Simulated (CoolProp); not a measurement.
Model: reference Helmholtz-energy equation of state, Lemmon 2006, in CoolProp. It is a short technical equation, of lower accuracy than the large ones.

### Question
For nitrous oxide, give the phase and the density (kg/m³), cp (kJ/(kg K)), cv (kJ/(kg K)) at 335.1 K and 7.24 bar.

### Answer
- 335.1 K and 7.24 bar: gas; density 11.8, cp 0.946, cv 0.733
